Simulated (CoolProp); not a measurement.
Computed with CoolProp (reference Helmholtz-energy equation of state, Thol 2016).

**Question.** For R1234ze(E), give the phase and the isothermal compressibility (1/MPa), expansivity (1/kK), viscosity (µPa s), conductivity (mW/(m K)) at 260.1 K and 53.2 bar; 306.9 K and 53.2 bar; 372.4 K and 53.2 bar.

**Answer.** 
- 260.1 K and 53.2 bar: liquid; isothermal compressibility 0.00207, expansivity 2.03, viscosity 327, conductivity 90.6
- 306.9 K and 53.2 bar: liquid; isothermal compressibility 0.00428, expansivity 2.69, viscosity 187, conductivity 74.8
- 372.4 K and 53.2 bar: liquid; isothermal compressibility 0.0282, expansivity 7.07, viscosity 84.4, conductivity 55.9

Viscosity comes from a separate model (Bell 2016), an estimate that may be off by 10 % or more. Thermal conductivity comes from a separate model (Perkins 2011).
